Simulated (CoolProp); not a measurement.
A simple Rankine cycle with benzene: condensing at 318.15 K, boiler at 0.328 MPa, turbine inlet 398.9 K, turbine efficiency 0.7, pump efficiency 0.6, no recuperator. Each further row changes one setting.

Computed with CoolProp (reference Helmholtz-energy equation of state, Thol 2012).

| case | thermal efficiency (%) | net work (kJ/kg) | heat in (kJ/kg) | turbine exit temperature (K) | volume ratio over the turbine |
|---|---|---|---|---|---|
| as stated | 12.0 | 61.5 | 513 | … | 10.2 |
| turbine inlet 418.9 K | 12.0 | 65.5 | … | 366.6 | 10.2 |
| condensing temperature 310.15 K | 13.1 | … | 528 | 339.1 | 13.9 |
| boiler pressure 0.23 MPa | 10.4 | … | 517 | … | 7.16 |
| turbine efficiency 0.6 | 10.3 | 52.6 | 513 | 352.6 | 10.4 |

Question: Complete the blanks.

Answer: 
- as stated, turbine exit temperature (K): 345.6
- turbine inlet 418.9 K, heat in (kJ/kg): 544
- condensing temperature 310.15 K, net work (kJ/kg): 69.1
- boiler pressure 0.23 MPa, net work (kJ/kg): 53.9
- boiler pressure 0.23 MPa, turbine exit temperature (K): 354.4
